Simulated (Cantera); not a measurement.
An isothermal, constant-pressure homogeneous reactor starts with CH4 : N2 = 1 : 11 (molar parts), at 1748 K and 47000 Pa. Integrator tolerance rtol = 1e-08.

Cantera simulation using GRI-Mech 3.0 (53 species, 325 reactions); the numbers are that mechanism's predictions, not measurements. GRI-Mech 3.0 stops at C3 and has no aromatics, soot or wall deposition, so with more carbon than oxygen in the feed, carbon stays in small species such as C2H2 where larger ones or solid carbon would form.

**Question.** What does this change do: N2 11 to 16 parts?

**Answer.** 
| quantity | before | after |
|---|---|---|
| x(CH4) at 30.0 s | 0.000307 (gas-phase equilibrium 0.000162) | 0.000160 (gas-phase equilibrium 7.55e-5) |
| x(CH2) at 30.0 s | 6.55e-9 (gas-phase equilibrium 3.46e-9) | 4.72e-9 (gas-phase equilibrium 2.23e-9) |
| x(CH3) at 30.0 s | 6.14e-6 (gas-phase equilibrium 3.25e-6) | 3.76e-6 (gas-phase equilibrium 1.78e-6) |
| x(C2H2) at 30.0 s | 0.0382 (gas-phase equilibrium 0.0106) | 0.0277 (gas-phase equilibrium 0.00609) |
| x(C2H6) at 30.0 s | 6.40e-9 (gas-phase equilibrium 1.79e-9) | 2.41e-9 (gas-phase equilibrium 5.36e-10) |
| x(C2H) at 30.0 s | 2.64e-7 (gas-phase equilibrium 7.31e-8) | 2.25e-7 (gas-phase equilibrium 4.94e-8) |
| x(H) at 30.0 s | 0.000114 (gas-phase equilibrium 0.000114) | 9.67e-5 (gas-phase equilibrium 9.68e-5) |

**Question.** What does this change do: N2 11 to 2.8 parts?

**Answer.** 
| quantity | before | after |
|---|---|---|
| x(CH4) at 30.0 s | 0.000307 (gas-phase equilibrium 0.000162) | 0.00223 (gas-phase equilibrium 0.00161) |
| x(CH2) at 30.0 s | 6.55e-9 (gas-phase equilibrium 3.46e-9) | 1.77e-8 (gas-phase equilibrium 1.27e-8) |
| x(CH3) at 30.0 s | 6.14e-6 (gas-phase equilibrium 3.25e-6) | 2.72e-5 (gas-phase equilibrium 1.96e-5) |
| x(C2H2) at 30.0 s | 0.0382 (gas-phase equilibrium 0.0106) | 0.103 (gas-phase equilibrium 0.0531) |
| x(C2H6) at 30.0 s | 6.40e-9 (gas-phase equilibrium 1.79e-9) | 1.25e-7 (gas-phase equilibrium 6.51e-8) |
| x(C2H) at 30.0 s | 2.64e-7 (gas-phase equilibrium 7.31e-8) | 4.32e-7 (gas-phase equilibrium 2.23e-7) |
| x(H) at 30.0 s | 0.000114 (gas-phase equilibrium 0.000114) | 0.000187 (gas-phase equilibrium 0.000187) |
